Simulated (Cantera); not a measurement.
# Moist CO burnout

A perfectly stirred reactor is fed with 1.95 % CO, 5.01 % O2, 0.204 % H2O, 92.8 % N2, equivalence ratio 0.19, at 1.00 bar; it is held at 1100 K, and followed from long to short residence time.

Model: GRI-Mech 3.0 (53 species, 325 reactions), integrated in Cantera.

```json
[
 {"τ (s)": "2.8", "x CO": "0.000692", "x O2": "0.0411", "x H2O": "0.00206", "x OH": "3.54e-6", "x N2O": "1.34e-6", "x NO2": "3.18e-8", "x CO2": "0.0190"},
 {"τ (s)": "1.3", "x CO": "0.00116", "x O2": "0.0413", "x H2O": "0.00206", "x OH": "4.39e-6", "x N2O": "1.24e-6", "x NO2": "1.81e-8", "x CO2": "0.0185"},
 {"τ (s)": "0.57", "x CO": "0.00200", "x O2": "0.0417", "x H2O": "0.00205", "x OH": "5.53e-6", "x N2O": "1.11e-6", "x NO2": "9.36e-9", "x CO2": "0.0177"},
 {"τ (s)": "0.26", "x CO": "0.00327", "x O2": "0.0423", "x H2O": "0.00205", "x OH": "6.83e-6", "x N2O": "9.59e-7", "x NO2": "4.81e-9", "x CO2": "0.0164"},
 {"τ (s)": "0.12", "x CO": "0.00513", "x O2": "0.0432", "x H2O": "0.00204", "x OH": "8.26e-6", "x N2O": "8.03e-7", "x NO2": "2.46e-9", "x CO2": "0.0145"},
 {"τ (s)": "0.054", "x CO": "0.00780", "x O2": "0.0445", "x H2O": "0.00203", "x OH": "9.73e-6", "x N2O": "6.30e-7", "x NO2": "1.22e-9", "x CO2": "0.0118"},
 {"τ (s)": "0.024", "x CO": "0.0111", "x O2": "0.0461", "x H2O": "0.00202", "x OH": "1.09e-5", "x N2O": "4.48e-7", "x NO2": "5.87e-10", "x CO2": "0.00847"},
 {"τ (s)": "0.011", "x CO": "0.0143", "x O2": "0.0476", "x H2O": "0.00202", "x OH": "1.12e-5", "x N2O": "2.82e-7", "x NO2": "2.69e-10", "x CO2": "0.00521"},
 {"τ (s)": "0.0050", "x CO": "0.0170", "x O2": "0.0489", "x H2O": "0.00202", "x OH": "1.01e-5", "x N2O": "1.44e-7", "x NO2": "1.01e-10", "x CO2": "0.00254"},
 {"τ (s)": "0.0023", "x CO": "0.0187", "x O2": "0.0497", "x H2O": "0.00203", "x OH": "6.50e-6", "x N2O": "5.07e-8", "x NO2": "2.28e-11", "x CO2": "0.000839"}
]
```
x: mole fraction; the columns are a selection and need not sum to one.
